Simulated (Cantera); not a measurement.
What does this Cantera script print?

```python
import numpy as np
import cantera as ct

gas_names = """
    CL CL2 H HCL H2 Si SiCL SiCL2 SiCL3 SiCL4 SiH SiHCL3 SiH2 SiH2CL2 SiH3 SiH3CL SiH4 Si2 Si3
""".split()
cond_names = """
    Si(cr) Si(L)
""".split()


def load(file, names, dense=False):
    # The tables refer to 1 bar. Condensed volumes are neglected.
    table = {s.name: s for s in ct.Species.list_from_file(file)}
    out = []
    for n in names:
        d = dict(table[n].input_data)
        d["thermo"] = dict(d["thermo"], **{"reference-pressure": 1e5})
        if dense:
            d["equation-of-state"] = {"model": "constant-volume", "density": "1e6 g/cm^3"}
        out.append(ct.Species.from_dict(d))
    return out


gas = ct.Solution(thermo="ideal-gas", species=load("nasa_gas.yaml", gas_names))
cond = {s.name: ct.Solution(thermo="fixed-stoichiometry", species=[s], name=s.name)
        for s in load("nasa_condensed.yaml", cond_names, dense=True)}
atoms = {
    'Si2H6': {'Si': 2, 'H': 6},
    'HCl': {'H': 1, 'CL': 1},
    'H2': {'H': 2},
}
top_T = {}  # K; cautious upper limits of use, not melting points


def equilibrate(T, P, feed):
    n = {}
    for name, mol in feed.items():
        for a, k in atoms[name].items():
            n[a] = n.get(a, 0.0) + k * mol
    gas.TPX = T, P, n
    mass = sum(n.values()) * gas.mean_molecular_weight
    gas.equilibrate("TP")
    valid = [c for c in cond.values() if c.min_temp <= T <= top_T.get(c.name, c.max_temp)]
    mix = ct.Mixture([(gas, mass / gas.mean_molecular_weight)] + [(c, 0.0) for c in valid])
    mix.T, mix.P = T, P
    mix.equilibrate("TP", solver="vcs", rtol=1e-11, max_steps=5000)
    return mix


results = []
feed = {'Si2H6': 1, 'HCl': 0.023, 'H2': 210}  # mol
T = 1023  # K
P = 120  # Pa
mix = equilibrate(T, P, feed)
results.append((T, P, feed, dict(zip(mix.species_names, mix.species_moles))))
x = sorted(zip(gas.X, gas.species_names), reverse=True)
print(f"T = {T:g} K  P = {P:g} Pa  gas = {mix.phase_moles(0):.4g} mol")
print("   x: " + "  ".join(f"{s} {v:.3e}" for v, s in x if v > 0.0001))
print("   condensed (mol): " + ("  ".join(f"{mix.phase(i).name} {mix.phase_moles(i):.4g}"
      for i in range(1, mix.n_phases) if mix.phase_moles(i) > 1e-12) or "none"))
```

Output:

```
T = 1023 K  P = 120 Pa  gas = 213 mol
   x: H2 9.999e-01  HCL 1.079e-04
   condensed (mol): Si(cr) 2
```

Method: chemical equilibrium by Gibbs-energy minimisation in Cantera with the NASA 1993 tables (ideal gas, pure condensed phases). The feed counts by its element totals alone.
